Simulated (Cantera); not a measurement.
Feed: 1 mol BF3, 0.17 mol NH3, held at 0.910 bar.

These are equilibrium values from Cantera (NASA tables, ideal gas, pure condensed phases), not measurements of a reactor. Candidate condensed phases: B, BN; 31 gas species. The tables' values for BF2 are old estimates; treat these amounts as uncertain. Equilibrium is a limit: real reactors are often held back by kinetics, nucleation or transport.

x: gas mole fraction; n: condensed amount in mol.

```json
[
 {"T (K)": "973", "x BF3": "0.743", "x H2": "0.185", "x N2": "0.0618", "x HF": "0.00983", "x BF2": "1.45e-8", "x BHF2": "5.12e-5", "n BN(s)": "?"},
 {"T (K)": "1073", "x BF3": "0.742", "x H2": "0.184", "x N2": "0.0614", "x HF": "0.0125", "x BF2": "2.58e-7", "x BHF2": "0.000166", "n BN(s)": "?"},
 {"T (K)": "1173", "x BF3": "0.741", "x H2": "0.182", "x N2": "0.0609", "x HF": "0.0153", "x BF2": "2.78e-6", "x BHF2": "0.000436", "n BN(s)": "?"},
 {"T (K)": "1273", "x BF3": "0.740", "x H2": "0.181", "x N2": "0.0606", "x HF": "0.0181", "x BF2": "2.06e-5", "x BHF2": "0.000983", "n BN(s)": "?"},
 {"T (K)": "1373", "x BF3": "0.738", "x H2": "0.179", "x N2": "0.0603", "x HF": "0.0209", "x BF2": "0.000113", "x BHF2": "0.00196", "n BN(s)": "0.00840"},
 {"T (K)": "1473", "x BF3": "0.736", "x H2": "0.177", "x N2": "0.0602", "x HF": "0.0235", "x BF2": "0.000491", "x BHF2": "0.00353", "n BN(s)": "0.00872"},
 {"T (K)": "1573", "x BF3": "0.732", "x H2": "0.174", "x N2": "0.0603", "x HF": "0.0261", "x BF2": "0.00176", "x BHF2": "0.00588", "n BN(s)": "0.00824"},
 {"T (K)": "1673", "x BF3": "0.725", "x H2": "0.171", "x N2": "0.0609", "x HF": "0.0285", "x BF2": "0.00536", "x BHF2": "0.00913", "n BN(s)": "?"},
 {"T (K)": "1773", "x BF3": "0.712", "x H2": "0.167", "x N2": "0.0626", "x HF": "0.0306", "x BF2": "0.0142", "x BHF2": "0.0133", "n BN(s)": "?"}
]
```

Problem. Complete the blanks.

Solution. 
- 973, n BN(s): 0.00437
- 1073, n BN(s): 0.00553
- 1173, n BN(s): 0.00665
- 1273, n BN(s): 0.00765
- 1673, n BN(s): 0.00621
- 1773, n BN(s): 0.00110
